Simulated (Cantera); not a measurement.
# Stirred combustor or abatement burner

A perfectly stirred reactor is fed with C2H4 : O2 : N2 : H2O = 1 : 3 : 11.3 : 1.3 (molar parts), at 0.987 atm; it is adiabatic with a 800 K inlet, and is followed from long to short residence time, starting on the burning branch (τ in s: 0.08, 0.031, 0.012, 0.0046, 0.0018, 0.00068, 0.00026, 0.0001, 3.9e-05, 1.5e-05).

Computed with Cantera and GRI-Mech 3.0 (53 species, 325 reactions). GRI-Mech 3.0 was tuned for natural gas; its chemistry of ethylene as a main component is partial and can be far from experiment.

```tsv
τ (s)	T (K)	x C2H4	x O2	x H2O	x HCN	x HO2	x C2H	x HCO
0.080	2465	5.46e-7	0.0129	0.180	2.03e-7	2.19e-6	1.40e-8	2.47e-8
0.031	2458	1.36e-6	0.0137	0.180	3.98e-7	2.28e-6	3.40e-8	5.17e-8
0.012	2441	3.26e-6	0.0150	0.178	6.26e-7	2.43e-6	7.78e-8	1.22e-7
0.0046	2402	7.47e-6	0.0172	0.176	7.79e-7	2.71e-6	1.63e-7	3.09e-7
0.0018	2337	1.60e-5	0.0201	0.171	8.35e-7	3.27e-6	3.03e-7	7.77e-7
0.00068	2251	3.52e-5	0.0237	0.166	9.34e-7	4.45e-6	5.44e-7	2.02e-6
0.00026	2159	8.11e-5	0.0275	0.160	1.23e-6	6.47e-6	9.78e-7	5.16e-6
0.00010	2069	0.000206	0.0322	0.156	1.93e-6	9.96e-6	1.84e-6	1.33e-5
3.9e-5	1971	0.000626	0.0407	0.153	3.48e-6	1.93e-5	3.58e-6	3.59e-5
1.5e-5	800	0.0602	0.181	0.0783	<1e-12	<1e-12	<1e-12	<1e-12
```
x: mole fraction; the columns are a selection and need not sum to one.
